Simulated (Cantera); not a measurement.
Feed: 1 mol AlN, 8.8 mol H2, equilibrated at 2475 °C and 110000 Pa.

Method: chemical equilibrium by Gibbs-energy minimisation in Cantera with the NASA 1993 tables (ideal gas, pure condensed phases). Candidate condensed phases: Al, AlN; 13 gas species. The numbers say what is thermodynamically allowed, not how fast it happens.

Base state: H2 0.800, Al 0.0874, H 0.0579, N2 0.0473, AlH 0.00694, Al2 0.000149 (mole fractions); condensed: gas only.

### Question
What changes in the equilibrium state with this change: temperature from 2475 °C to 2402 °C?

### Answer
```tsv
species	before	after
H2	0.800	0.813
Al	0.0874	0.0873
N2	0.0473	0.0477
H	0.0579	0.0444
AlH	0.00694	0.00763
Al2	0.000149	0.000184
```

### Question
What changes in the equilibrium state with this change: 0.52 mol HCl added?

### Answer
```csv
species,before,after
H2,0.800,0.801
H,0.0579,0.0579
N2,0.0473,0.0460
AlCl,0,0.0445
Al,0.0874,0.0438
AlH,0.00694,0.00348
HCl,0,0.00300
Cl,0,0.000150
AlCl2,0,7.71e-5
Al2,0.000149,3.75e-5
```
The tables' values for AlCl2 are old estimates; treat these amounts as uncertain. Further candidate phases: AlCl3, NH4Cl.

### Question
What changes in the equilibrium state with this change: H2 from 8.8 to 0.015 mol?

### Answer
```tsv
species	before	after
Al	0.0874	0.645
N2	0.0473	0.333
Al2	0.000149	0.00813
H2	0.800	0.00547
H	0.0579	0.00479
AlH	0.00694	0.00423
```
